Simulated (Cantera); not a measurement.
Input (Python, Cantera):

```python
import numpy as np
import cantera as ct

gas = ct.Solution("gri30.yaml")
gas.TPX = 1250, 4000, {'N2O': 1, 'N2': 6.3}
reactor = ct.IdealGasConstPressureReactor(gas, energy="off", clone=False)
net = ct.ReactorNet([reactor])
net.rtol, net.atol = 1e-08, 1e-18
show = ['N2O', 'O', 'NO', 'NO2', 'N2']
times = np.geomspace(2e-06, 1, 9)

steps = ct.SolutionArray(gas, extra=["t"])
rows = []
print(f"{'t/s':>10s}{'T/K':>9s}{'P/Pa':>11s}" + "".join(f"{s:>11s}" for s in show))
for t in times:
    while net.time < t:
        t_next = net.step()
        steps.append(gas.state, t=t_next)
    rows.append([np.interp(t, steps.t, y) for y in (steps.T, steps.P, *steps(*show).X.T)])
    print(f"{t:10.3e}{rows[-1][0]:9.1f}{rows[-1][1]:11.4g}" + "".join(f"{x:11.3e}" for x in rows[-1][2:]))
rate = np.gradient(steps.T, steps.t)
print("integrator steps:", len(steps.t))
if steps.T.max() > steps.T[0] + 200:
    print(f"time of steepest temperature rise: {steps.t[rate.argmax()]:.4e} s")
gas.TPX = 1250, 4000, {'N2O': 1, 'N2': 6.3}
gas.equilibrate("TP")
print(f"equilibrium (TP): T = {gas.T:.1f} K  " + "  ".join(f"{s} {gas[s].X[0]:.3e}" for s in show))
```

It prints:

```
       t/s      T/K       P/Pa        N2O          O         NO        NO2         N2
 2.000e-06   1250.0       4000  1.370e-01  8.373e-09  2.319e-12  6.934e-24  8.630e-01
 1.031e-05   1250.0       4000  1.370e-01  4.298e-08  6.135e-11  4.840e-21  8.630e-01
 5.318e-05   1250.0       4000  1.370e-01  2.165e-07  1.605e-09  3.261e-18  8.630e-01
 2.742e-04   1250.0       4000  1.370e-01  9.938e-07  3.923e-08  1.897e-15  8.630e-01
 1.414e-03   1250.0       4000  1.370e-01  3.025e-06  7.313e-07  6.584e-13  8.630e-01
 7.293e-03   1250.0       4000  1.369e-01  3.851e-06  6.729e-06  5.503e-11  8.630e-01
 3.761e-02   1250.0       4000  1.367e-01  3.852e-06  3.869e-05  1.711e-09  8.632e-01
 1.939e-01   1250.0       4000  1.353e-01  3.852e-06  2.024e-04  3.508e-08  8.638e-01
 1.000e+00   1250.0       4000  1.283e-01  3.848e-06  1.018e-03  3.515e-07  8.671e-01
integrator steps: 339
equilibrium (TP): T = 1250.0 K  N2O 2.532e-09  O 8.814e-08  NO 1.707e-04  NO2 2.521e-07  N2 9.358e-01
```

Cantera simulation using GRI-Mech 3.0 (53 species, 325 reactions); the numbers are that mechanism's predictions, not measurements. GRI-Mech 3.0 was tuned for natural gas; its chemistry of N2O as a main component is partial and can be far from experiment. Radical loss at walls, strong at low pressure, is not modelled. The mechanism lacks the step 2 NO + O2 → 2 NO2, which can matter for NO2 below about 1400 K. The temperature is held fixed by assumption; the heat of reaction is taken as removed at once.
